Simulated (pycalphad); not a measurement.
CALPHAD calculation (pycalphad, COST 507 light-alloy database (1999)), 1 atm. The database dates from 1999; later assessments differ in places, in temperatures and in the compounds included. Kinetics are ignored, which matters at the lower temperatures.

### Question
How does the equilibrium phase assembly of Si-32.2Cu (at.%) change on cooling from 2350 K to 550 K?

### Answer
```json
[
 {"T (K)": "1477.9", "phases above": "LIQUID", "phases below": "DIAMOND_A4 + LIQUID"},
 {"T (K)": "1073.6", "phases above": "DIAMOND_A4 + LIQUID", "phases below": "CU19SI6_ETA + DIAMOND_A4"}
]
```
Changes were sought between steps of 75 K, so a narrower field can be missed.

Database names, with the compositions (at.%) that they take in these runs: CU19SI6_ETA: Cu 76 Si 24. DIAMOND_A4 is diamond (Si).
